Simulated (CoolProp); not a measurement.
Vapour-liquid equilibrium of carbon dioxide (1) + R152A (2) at 0.25 °C; x and y are mole fractions of (1).

The numbers come from the multi-fluid Helmholtz-energy mixture model, Span 1996 and Outcalt 1996; pair parameters Bell 2016 in CoolProp.

| x | bubble pressure (kPa) | y at the bubble point | dew pressure at overall composition x (kPa) | liquid density (mol/L) |
|---|---|---|---|---|
| 0.05 | 406.8 | 0.354 | 280.3 | 14.78 |
| 0.15 | 693.7 | 0.639 | 312.5 | 15.33 |
| 0.25 | 985.6 | 0.760 | 352.8 | 15.92 |
| 0.35 | 1281 | 0.828 | 404.4 | 16.54 |
| 0.45 | 1581 | 0.872 | 473.2 | 17.19 |
| 0.55 | 1888 | 0.904 | 569.4 | 17.87 |
| 0.65 | 2204 | 0.930 | 713.7 | 18.58 |
| 0.75 | 2537 | 0.951 | 952.8 | 19.31 |
| 0.85 | 2895 | 0.971 | 1416 | 20.04 |
| 0.95 | 3291 | 0.990 | 2517 | 20.73 |

No azeotrope shows between x = 0.05 and 0.95.

The pair parameters rest on a limited set of measurements; away from them the model extrapolates.
